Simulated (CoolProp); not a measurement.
Vapour-liquid equilibrium of cis-2-butene (1) + acetone (2) at 13.6 bar; x and y are mole fractions of (1).

Values from CoolProp's multi-fluid Helmholtz-energy mixture model, Lemmon 2005 and Lemmon 2006; pair parameters Bell 2016.

Give the bubble temperature and the first vapour's composition at x = 0.5, 0.65, 0.8. Is there an azeotrope?

x = 0.5: 111.0 °C, y = 0.737; x = 0.65: 105.8 °C, y = 0.808; x = 0.8: 101.8 °C, y = 0.877. No azeotrope shows between x = 0.05 and 0.95.

The pair parameters rest on a limited set of measurements; away from them the model extrapolates.
